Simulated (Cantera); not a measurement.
A perfectly stirred reactor is fed with H₂ : O₂ : N₂ = 1.2 : 1 : 1 (molar parts), at 0.133 bar; it is held at 925 K, and followed from long to short residence time.

Computed with Cantera and GRI-Mech 3.0 (53 species, 325 reactions). Radical loss at walls, strong at low pressure, is not modelled. Below about 950 K walls govern HO2 and H2O2 in real vessels. The temperature is held fixed by assumption; the heat of reaction is taken as removed at once.

### Question
What does this change do: H2 1.2 to 0.14 parts?

### Answer
```
quantity                 before     after
---------------------  --------  --------
x(H₂) at τ = 1.60 s      0.0238  0.000866
x(O₂) at τ = 1.60 s       0.164     0.449
x(NO) at τ = 1.60 s    6.23e-10   1.03e-9
x(NO₂) at τ = 1.60 s   1.11e-10  8.48e-11
x(O) at τ = 1.60 s      7.72e-6   2.98e-5
x(H₂) at τ = 36.0 ms     0.0438   0.00558
x(O₂) at τ = 36.0 ms      0.172     0.451
x(NO) at τ = 36.0 ms    1.38e-8   4.81e-9
x(NO₂) at τ = 36.0 ms  7.59e-11  5.00e-11
x(O) at τ = 36.0 ms    0.000184  0.000259
```
